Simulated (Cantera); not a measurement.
## Fluorocarbon and chlorocarbon gases: CHF3 + HCl

A closed system holds: 1 mol CHF3, a varied amount of HCl, at 3348 K and 0.920 bar.

These are equilibrium values from Cantera (NASA tables, ideal gas, pure condensed phases), not measurements of a reactor. Candidate condensed phases: C, C6H6, C7H8, C8H18; 118 gas species. The tables' values for CCl are old estimates; treat these amounts as uncertain. Gases not in the tables: C2F6 and larger saturated fluorocarbons. Equilibrium is a limit: real reactors are often held back by kinetics, nucleation or transport.

```tsv
n(HCl) (mol)	x HF	x F	x Cl	x CF2	x CF	x HCl	n C(graphite)
0.049	0.389	0.352	0.0179	0.147	0.0773	0.000323	0.301
0.076	0.393	0.345	0.0274	0.142	0.0758	0.000508	0.311
0.12	0.399	0.335	0.0422	0.133	0.0735	0.000823	0.326
0.18	0.408	0.320	0.0614	0.122	0.0704	0.00128	0.347
0.28	0.421	0.298	0.0910	0.106	0.0654	0.00210	0.381
0.44	0.441	0.265	0.133	0.0834	0.0581	0.00361	0.433
0.68	0.465	0.220	0.186	0.0575	0.0483	0.00640	0.504
1.1	0.496	0.153	0.256	0.0278	0.0336	0.0136	0.610
```
x: gas mole fraction; n: condensed amount in mol.

From 0.049 mol HCl to 1.1 mol HCl the condensed part is C(graphite). The main C-bearing gas is CF2 at 0.049 mol HCl and CF at 1.1 mol HCl. The share of C in condensed phases is highest at 1.1 mol HCl (61.0 %) and lowest at 0.049 mol HCl (30.1 %).
